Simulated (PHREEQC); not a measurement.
Make-up at 65 °C: 0.14 mol Pb(NO3)2, 0.00033 mol MgSO4 and 0.0026 mol NaCl per kg of water. Closed to the air; pH follows from the charge balance.

Model: ion-association model, phreeqc.dat, run in PHREEQC.

```csv
quantity,before,after
pH,4.24,3.67
ionic strength (mol/kgw),0.300,0.300
Cl- (mol/kgw),0.000921,0.000922
SO4-2 (mol/kgw),9.51e-5,9.48e-5
HSO4- (mol/kgw),4.54e-7,1.67e-6
NaSO4- (mol/kgw),3.56e-7,3.55e-7
SI of Halite (NaCl),-7.54,-7.54
```

Q: Name the change that produced these shifts.
(A) Pb(NO3)2 left out
(B) 0.0044 mol/kgw CO2 added
(C) MgSO4 replaced by Li2SO4 at the same molality
(D) NaCl from 0.0026 to 0.00234 mol/kgw

A: B, 0.0044 mol/kgw CO2 added

Precipitation was switched off in this run. Some of these states are supersaturated (in Anglesite, for instance). Constants without temperature data keep their 25 °C values here.
